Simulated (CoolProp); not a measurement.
Vapour pressure (bar) of propane: the reference equation beside estimates from Tc = 96.7 °C, pc = 42.51 bar, ω = 0.152.

The numbers come from the reference Helmholtz-energy equation of state, Lemmon 2009 in CoolProp.

```
T (°C)  reference  Lee-Kesler  van der Waals  Redlich-Kwong  Soave-Redlich-Kwong
------  ---------  ----------  -------------  -------------  -------------------
-30.15      1.668       1.659          6.115          2.124                1.659
-22.15      2.261       2.256          7.259          2.844                2.255
-14.15      3.003       3.003          8.535          3.727                3.002
-6.05       3.927       3.935          9.968          4.807                3.936
1.95        5.033       5.050          11.53          6.076                5.058
9.95        6.357       6.383          13.24          7.566                6.402
17.95       7.922       7.955          15.10          9.294                7.993
25.95       9.753       9.791          17.12          11.28                9.858
33.95       11.88       11.92          19.31          13.53                12.02
41.95       14.32       14.36          21.66          16.08                14.51
50.05       17.15       17.18          24.21          18.97                17.39
```

Absolute difference from the reference over all 11 rows, mean and median: Lee-Kesler 0.3 and 0.3 %, van der Waals 125.8 and 108.3 %, Redlich-Kwong 19.0 and 19.0 %, Soave-Redlich-Kwong 0.7 and 0.7 %.
